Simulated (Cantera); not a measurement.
Input: 1 mol Fe2O3, 0.055 mol H2S, 2.4 mol CO2, 0.11 mol SO2, at 21.0 mbar.

Method: chemical equilibrium by Gibbs-energy minimisation in Cantera with the NASA 1993 tables (ideal gas, pure condensed phases). Candidate condensed phases: C, C6H6, C7H8, C8H18, Fe, Fe(CO)5, FeO, Fe(OH)2, Fe(OH)3, FeS, FeSO4, FeS2, Fe2O3, Fe2(SO4)3, Fe3O4, H2O, H2SO4, S; 127 gas species. Mutual solubility and eutectic melting of coexisting phases are not modelled. The numbers say what is thermodynamically allowed, not how fast it happens.

Problem. Which condensed phases are stable at each of these points (T (K)): 825, 975, 1125, 1275, 1425, 1575, 1725?

Solution. 
```
T (K)     condensed phases  Fe condensed (%)
-----  -------------------  ----------------
825    Fe2O3(s) + Fe3O4(s)             100.0
975    Fe2O3(s) + Fe3O4(s)             100.0
1125   Fe2O3(s) + Fe3O4(s)             100.0
1275   Fe2O3(s) + Fe3O4(s)             100.0
1425              Fe3O4(s)             100.0
1575              Fe3O4(s)             100.0
1725              Fe3O4(s)             100.0
```

From 825 K to 1275 K the condensed part is Fe2O3(s) + Fe3O4(s). From 1425 K to 1725 K the condensed part is Fe3O4(s).
